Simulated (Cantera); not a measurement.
Input: 1 mol SiCl4, 2.9 mol HCl, 6.4 mol H2, 2 mol Cl2, equilibrated at 1575 K and 0.930 bar.

Cantera equilibrium calculation (NASA polynomials, part measured and part estimated; ideal gas, pure solids and liquids). Candidate condensed phases: Si; 19 gas species. The tables' values for SiCl3 are old estimates; treat these amounts as uncertain. Kinetics and transport are ignored.

Base state: HCl 0.587, H2 0.333, SiCl4 0.0540, SiCl3 0.0133, SiCl2 0.00863, SiHCl3 0.00408, SiH2Cl2 5.09e-5, Cl 3.48e-5 (mole fractions); condensed: gas only.

**Question.** What changes in the equilibrium state with this change: H2 from 6.4 to 0.59 mol?

**Answer.** 
```tsv
species	before	after
HCl	0.587	0.615
Cl2	1.26e-7	0.191
SiCl4	0.0540	0.151
H2	0.333	2.42e-7
Cl	3.48e-5	0.0429
SiCl3	0.0133	3.03e-5
SiCl2	0.00863	1.59e-8
SiHCl3	0.00408	7.90e-9
SiH2Cl2	5.09e-5	<1e-9
H	2.49e-5	2.12e-8
```

**Question.** What changes in the equilibrium state with this change: Cl2 from 2 to 1.3 mol?

**Answer.** 
```csv
species,before,after
HCl,0.587,0.511
H2,0.333,0.404
SiCl4,0.0540,0.0503
SiCl2,0.00863,0.0129
SiCl3,0.0133,0.0158
SiH2Cl2,5.09e-5,9.25e-5
SiHCl3,0.00408,0.00531
Cl,3.48e-5,2.75e-5
```

**Question.** What changes in the equilibrium state with this change: temperature from 1575 K to 575 K?

**Answer.** 
```json
[
 {"species": "HCl", "before": "0.587", "after": "0.561"},
 {"species": "H2", "before": "0.333", "after": "0.358"},
 {"species": "SiCl4", "before": "0.0540", "after": "0.0813"},
 {"species": "SiCl3", "before": "0.0133", "after": "<1e-9"},
 {"species": "SiCl2", "before": "0.00863", "after": "<1e-9"},
 {"species": "SiH2Cl2", "before": "5.09e-5", "after": "<1e-9"},
 {"species": "Cl", "before": "3.48e-5", "after": "<1e-9"}
]
```
